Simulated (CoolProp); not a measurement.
Vapour-liquid equilibrium of R22 (1) + R11 (2) at 0.271 MPa; x and y are mole fractions of (1).

Computed with CoolProp (multi-fluid Helmholtz-energy mixture model, Kamei 1995 and Jacobsen 1992; pair parameters Bell 2016).

```tsv
x	bubble temperature, mixture model (K)	bubble temperature, Raoult's law (K)	y, mixture model	y, Raoult's law
0.05	313.5	317.0	0.363	0.311
0.2	288.9	295.4	0.755	0.716
0.35	277.1	282.4	0.866	0.859
0.5	270.1	273.4	0.917	0.925
0.65	265.0	266.6	0.948	0.961
0.8	260.8	261.4	0.972	0.983
0.95	257.0	257.0	0.993	0.996
```

The largest gap from Raoult's law is -6.5 K in bubble temperature, at x = 0.2. No azeotrope shows between x = 0.05 and 0.95.

The pair parameters rest on a limited set of measurements; away from them the model extrapolates.
